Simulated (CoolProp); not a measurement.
A simple Rankine cycle with n-perfluorobutane: condensing at 293.15 K, boiler at 1.28 MPa, turbine inlet 449 K, turbine efficiency 0.85, pump efficiency 0.8, no recuperator. Each further row changes one setting.

The numbers come from the reference Helmholtz-energy equation of state, Gao 2022 in CoolProp.

```json
[
 {"case": "as stated", "thermal efficiency (%)": "…", "net work (kJ/kg)": "20.1", "heat in (kJ/kg)": "230", "turbine exit temperature (K)": "421.7", "volume ratio over the turbine": "5.81"},
 {"case": "condensing temperature 285.15 K", "thermal efficiency (%)": "9.8", "net work (kJ/kg)": "23.4", "heat in (kJ/kg)": "239", "turbine exit temperature (K)": "418.0", "volume ratio over the turbine": "7.63"},
 {"case": "boiler pressure 0.896 MPa", "thermal efficiency (%)": "7.1", "net work (kJ/kg)": "16.5", "heat in (kJ/kg)": "…", "turbine exit temperature (K)": "…", "volume ratio over the turbine": "3.98"},
 {"case": "turbine efficiency 0.75", "thermal efficiency (%)": "7.7", "net work (kJ/kg)": "17.6", "heat in (kJ/kg)": "230", "turbine exit temperature (K)": "424.3", "volume ratio over the turbine": "…"}
]
```

Problem. Complete the blanks.

Solution. 
- as stated, thermal efficiency (%): 8.7
- boiler pressure 0.896 MPa, heat in (kJ/kg): 232
- boiler pressure 0.896 MPa, turbine exit temperature (K): 428.0
- turbine efficiency 0.75, volume ratio over the turbine: 5.85
